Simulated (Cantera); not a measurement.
Input: 1 mol SiCl4, 5.5 mol N2, 3.7 mol H2, 32 mol NH3, 0.057 mol HCl, held at 350 Pa.

Method: chemical equilibrium by Gibbs-energy minimisation in Cantera with the NASA 1993 tables (ideal gas, pure condensed phases). Candidate condensed phases: NH4Cl, Si, Si3N4; 28 gas species. Gases not in the tables: Si2H6 and higher silanes. The numbers say what is thermodynamically allowed, not how fast it happens.

Task: Which condensed phases are stable at each of these points (T (K)): 748, 898, 1048, 1198, 1348, 1498, 1648, 1798, 1948, 2098?

Result: 
```csv
T (K),condensed phases,Si condensed (%)
748,Si3N4(s),99.9
898,Si3N4(s),100.0
1048,Si3N4(s),100.0
1198,Si3N4(s),99.9
1348,Si3N4(s),98.6
1498,Si3N4(s),87.8
1648,Si3N4(s),48.7
1798,Si(l),36.8
1948,gas only,0.0
2098,gas only,0.0
```

From 748 K to 1648 K the condensed part is Si3N4(s). At 1798 K the condensed part is Si(l). From 1948 K to 2098 K nothing is condensed.
